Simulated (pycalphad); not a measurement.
CALPHAD calculation (pycalphad, COST 507 light-alloy database (1999)), 1 atm. These are 1990s assessments: newer ones move some temperatures and phases. Amounts are mole fractions of atoms.

Task: Give the equilibrium state of Mg-2.538Al-5.832Si (wt.%) at 1050 K.

Result: 
```
T = 1050.00 K, P = 101325 Pa, N = 1 mol of atoms
G = -53883 J/mol, H = 29199 J/mol, S = 79.13 J/(mol K)  (SER reference)
chemical potentials (J/mol): Mg -51664, Al -80121, Si -82289
phase             fraction      x(Mg)      x(Al)      x(Si)
LIQUID              0.9932     0.9277     0.0233     0.0491
MG2SI               0.0068     0.6667       none     0.3333
```

Task: Give the equilibrium state of Mg-2.538Al-5.832Si (wt.%) at 800 K.

Result: HCP_A3, fraction 0.847, with 3.0 Al, <0.01 Si wt.%; MG2SI, fraction 0.153, with no Al, 36.6 Si wt.%.

Database names, with the compositions (at.%) that they take in these runs: MG2SI: Mg 67 Si 33. HCP_A3 is hcp. An entry "none" or "no" means that the model of the phase leaves that element out.
